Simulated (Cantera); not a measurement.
**Nitride etching: Si3N4 + F2 + H2**

A closed system holds: 1 mol Si3N4, a varied amount of F2, 57 mol H2, at 823.15 K and 100000 Pa.

Equilibrium computed with Cantera from the NASA thermochemical tables; the gas is ideal and each condensed phase is pure. Candidate condensed phases: Si, Si3N4; 37 gas species. The numbers say what is thermodynamically allowed, not how fast it happens.

```
n(F2) (mol)   x H2     x HF  x SiF4    x N2     x NH3  x SiHF3  n Si3N4(s)
-----------  -----  -------  ------  ------  --------  -------  ----------
1.8          0.974  3.79e-5  0.0154  0.0101  0.000231  2.49e-5       0.700
2.8          0.960  4.50e-5  0.0236  0.0156  0.000280  3.17e-5       0.533
3.8          0.947  5.04e-5  0.0315  0.0209  0.000317  3.73e-5       0.367
4.8          0.934  5.49e-5  0.0393  0.0261  0.000347  4.22e-5       0.200
5.8          0.922  5.87e-5  0.0469  0.0311  0.000372  4.64e-5      0.0334
6.9          0.892   0.0286  0.0477  0.0316  0.000357  9.36e-8           0
7.9          0.862   0.0595  0.0470  0.0311  0.000336  4.29e-8           0
8.9          0.833   0.0894  0.0462  0.0307  0.000317  2.72e-8           0
9.9          0.806    0.118  0.0455  0.0302  0.000299  1.95e-8           0
```
x: gas mole fraction; n: condensed amount in mol.

From 1.8 mol F2 to 5.8 mol F2 the condensed part is Si3N4(s). From 6.9 mol F2 to 9.9 mol F2 nothing is condensed. The main Si-bearing gas is SiF4 throughout.
